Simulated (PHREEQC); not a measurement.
A solution holds 0.066 mol CuCl2, 0.23 mol HCl and 0.016 mol KCl per kg of water, at 25 °C. Closed to the air; pH follows from the charge balance.

All values are PHREEQC results (ion-association model, phreeqc.dat), not measurements.

Problem. The ionic strength comes out as 0.414 mol/kgw. What activity coefficients do H+, Cu+2, Cl-, CuCl+, K+ get?

Solution. H+ 0.77, Cu+2 0.26, Cl- 0.66, CuCl+ 0.66, K+ 0.66.

Precipitation was switched off in this run. Species that the database lacks are ignored.
